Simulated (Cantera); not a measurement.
An isothermal, constant-pressure homogeneous reactor starts with H₂ : O₂ = 0.066 : 1 (molar parts), at 1248 K and 2670 Pa.

Computed with Cantera and the H2/O2 subset of GRI-Mech 3.0, which has no nitrogen chemistry. Radical loss at walls, strong at low pressure, is not modelled. The temperature is held fixed by assumption; the heat of reaction is taken as removed at once.

x: mole fraction; the columns are a selection and need not sum to one.

| t (s) | x H₂ | x O₂ | x O | x H₂O₂ | x OH | x H₂O |
|---|---|---|---|---|---|---|
| 0.00100 | 0.00881 | 0.899 | 0.0282 | 4.79e-7 | (withheld) | 0.0427 |
| 0.00239 | 0.00114 | 0.896 | 0.0350 | 1.96e-7 | (withheld) | 0.0546 |
| 0.00572 | 0.000844 | 0.908 | 0.0251 | 1.99e-7 | (withheld) | 0.0573 |
| 0.0137 | 0.000442 | 0.922 | 0.0127 | 1.89e-7 | (withheld) | 0.0605 |
| 0.0327 | 0.000144 | 0.931 | 0.00407 | 1.45e-7 | (withheld) | 0.0626 |
| 0.0782 | 3.28e-5 | 0.935 | 0.000927 | 8.34e-8 | (withheld) | 0.0634 |
| 0.187 | 6.88e-6 | 0.936 | 0.000196 | 3.82e-8 | (withheld) | 0.0637 |
| 0.447 | 1.59e-6 | 0.936 | 4.57e-5 | 1.57e-8 | (withheld) | 0.0638 |
| 1.07 | 4.30e-7 | 0.936 | 1.24e-5 | 6.20e-9 | (withheld) | 0.0638 |
| 2.56 | 1.34e-7 | 0.936 | 3.90e-6 | 2.46e-9 | (withheld) | 0.0639 |
| 6.12 | 4.73e-8 | 0.936 | 1.39e-6 | 1.02e-9 | (withheld) | 0.0639 |
| 14.6 | 2.06e-8 | 0.936 | 6.04e-7 | 5.09e-10 | (withheld) | 0.0639 |
| 35.0 | 1.40e-8 | 0.936 | 4.12e-7 | 3.76e-10 | 1.65e-5 | 0.0639 |
| 83.6 | 1.35e-8 | 0.936 | 3.97e-7 | 3.66e-10 | 1.62e-5 | 0.0639 |
| 200 | 1.35e-8 | 0.936 | 3.97e-7 | 3.66e-10 | 1.62e-5 | 0.0639 |

Problem. Complete the blanks.

Solution. 
- 0.00100, x OH: 0.00782
- 0.00239, x OH: 0.00451
- 0.00572, x OH: 0.00389
- 0.0137, x OH: 0.00283
- 0.0327, x OH: 0.00162
- 0.0782, x OH: 0.000776
- 0.187, x OH: 0.000358
- 0.447, x OH: 0.000173
- 1.07, x OH: 9.05e-5
- 2.56, x OH: 5.07e-5
- 6.12, x OH: 3.02e-5
- 14.6, x OH: 1.99e-5
